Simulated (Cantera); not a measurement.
# C3H8 + CO2 + H2 (carbon deposition, reforming and gasification)

Feed: 1 mol C3H8, 3.5 mol CO2, 87 mol H2, equilibrated at 58.0 bar.

Method: chemical equilibrium by Gibbs-energy minimisation in Cantera with the NASA 1993 tables (ideal gas, pure condensed phases). Candidate condensed phases: C, C6H6, C7H8, C8H18, H2O; 131 gas species. Ions and electrons are included (thermal ionisation). The ideal-gas law is rough above about 30 bar. Rates play no part.

From 2500 K to 5000 K nothing is condensed. The main C-bearing gas is CO throughout.

```csv
T (K),x H2,x H,x CO,x H2O,x OH
2500,0.925,0.00318,0.0664,0.00520,3.70e-6
2750,0.920,0.00861,0.0663,0.00510,1.28e-5
3000,0.909,0.0198,0.0659,0.00503,3.63e-5
3250,0.890,0.0398,0.0653,0.00492,8.71e-5
3500,0.859,0.0719,0.0642,0.00473,0.000182
3750,0.814,0.119,0.0626,0.00443,0.000339
4000,0.753,0.182,0.0605,0.00400,0.000564
4250,0.678,0.260,0.0579,0.00343,0.000845
4500,0.592,0.349,0.0549,0.00274,0.00113
4750,0.499,0.445,0.0516,0.00201,0.00136
5000,0.408,0.539,0.0484,0.00136,0.00145
```
x: gas mole fraction; nothing condenses.
